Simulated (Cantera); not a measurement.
Charge: 1 mol Si, 0.9 mol H2O, 38 mol H2, 0.041 mol O2, at 4.60 mbar.

Method: chemical equilibrium by Gibbs-energy minimisation in Cantera with the NASA 1993 tables (ideal gas, pure condensed phases). Candidate condensed phases: H2O, Si, SiO2; 18 gas species. Mutual solubility and eutectic melting of coexisting phases are not modelled. The tables hold silica as quartz up to 1696 K and as liquid above; real silica turns to tridymite and cristobalite and melts near 1996 K. Rates play no part.

Question: At 1323 K, list the 3 most abundant gas species with their mole fractions, and the condensed phases.

Answer: H2 0.997, SiO 0.00287, H 2.33e-5. Condensed: Si(s) + SiO2(β-quartz).
